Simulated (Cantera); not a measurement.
# Equilibrium for carbon deposition, reforming and gasification: C + NH₃ + H₂

Charge: 1 mol C, 2.1 mol NH₃, 5.3 mol H₂, at 1.50 bar.

Equilibrium computed with Cantera from the NASA thermochemical tables; the gas is ideal and each condensed phase is pure. Candidate condensed phases: C, C₆H₆, C₇H₈, C₈H₁₈; 92 gas species. The numbers say what is thermodynamically allowed, not how fast it happens.

```json
[
 {"T (K)": "1675", "x H₂": "0.887", "x N₂": "0.110", "x HCN": "0.000997", "x H": "8.93e-5", "x CH₄": "0.00142", "x C₂H₂ (acetylene)": "5.15e-5", "n C(graphite)": "0.976"},
 {"T (K)": "1725", "x H₂": "0.887", "x N₂": "0.110", "x HCN": "0.00131", "x H": "0.000143", "x CH₄": "0.00118", "x C₂H₂ (acetylene)": "8.18e-5", "n C(graphite)": "0.974"},
 {"T (K)": "1775", "x H₂": "0.887", "x N₂": "0.110", "x HCN": "0.00169", "x H": "0.000223", "x CH₄": "0.000988", "x C₂H₂ (acetylene)": "0.000126", "n C(graphite)": "0.971"},
 {"T (K)": "1825", "x H₂": "0.887", "x N₂": "0.109", "x HCN": "0.00216", "x H": "0.000339", "x CH₄": "0.000836", "x C₂H₂ (acetylene)": "0.000190", "n C(graphite)": "0.967"},
 {"T (K)": "1875", "x H₂": "0.886", "x N₂": "0.109", "x HCN": "0.00271", "x H": "0.000504", "x CH₄": "0.000714", "x C₂H₂ (acetylene)": "0.000281", "n C(graphite)": "0.961"},
 {"T (K)": "1925", "x H₂": "0.886", "x N₂": "0.109", "x HCN": "0.00337", "x H": "0.000735", "x CH₄": "0.000615", "x C₂H₂ (acetylene)": "0.000406", "n C(graphite)": "0.953"},
 {"T (K)": "1975", "x H₂": "0.885", "x N₂": "0.108", "x HCN": "0.00413", "x H": "0.00105", "x CH₄": "0.000534", "x C₂H₂ (acetylene)": "0.000575", "n C(graphite)": "0.942"},
 {"T (K)": "2025", "x H₂": "0.884", "x N₂": "0.108", "x HCN": "0.00502", "x H": "0.00148", "x CH₄": "0.000466", "x C₂H₂ (acetylene)": "0.000800", "n C(graphite)": "0.930"}
]
```
x: gas mole fraction; n: condensed amount in mol.

From 1675 K to 2025 K the condensed part is C(graphite). The main C-bearing gas is CH₄ at 1675 K and HCN at 2025 K. The share of C in condensed phases is highest at 1675 K (97.6 %) and lowest at 2025 K (93.0 %).
